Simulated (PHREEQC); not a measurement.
1 kg of water holding 76 mmol/kgw K2SO4 and 11 mmol/kgw NaCl is evaporated at 15 °C; the solids stay in contact with the brine. The system is closed to CO2. Only these solids could form: Arcanite, Glaserite, Halite, Mirabilite, Misenite, Sylvite, Thenardite.

Base run: PHREEQC, Pitzer model, pitzer.dat. Each further column changes one thing. The table gives ionic strength.

| H2O removed (mol) | base | temperature from 15 to 50 °C | temperature from 15 to 75 °C |
|---|---|---|---|
| 0 | 0.239 | 0.239 | 0.239 |
| 18.01 | 0.354 | 0.354 | 0.354 |
| 34.69 | 0.637 | 0.637 | 0.637 |
| 41.44 | 0.943 | 0.943 | 0.943 |
| 47.7 | 1.70 | 1.70 | 1.70 |
| 50.23 | 1.80 | 2.52 | 2.52 |
| 52.58 | 1.95 | … | 3.47 |
| 53.53 | 2.10 | … | … |
| 54.41 | 2.46 | 3.34 | … |
| 54.76 | 2.84 | … | 4.27 |
| 55.09 | 3.72 | 4.06 | 5.07 |
| 55.23 | 4.06 | … | … |

Some entries are withheld; supply them.


- 52.58, temperature from 15 to 50 °C: 2.87
- 53.53, temperature from 15 to 50 °C: 3.01
- 53.53, temperature from 15 to 75 °C: 3.60
- 54.41, temperature from 15 to 75 °C: 3.93
- 54.76, temperature from 15 to 50 °C: 3.69
- 55.23, temperature from 15 to 50 °C: 4.19
- 55.23, temperature from 15 to 75 °C: 5.06

 Constants without temperature data keep their 25 °C values here.
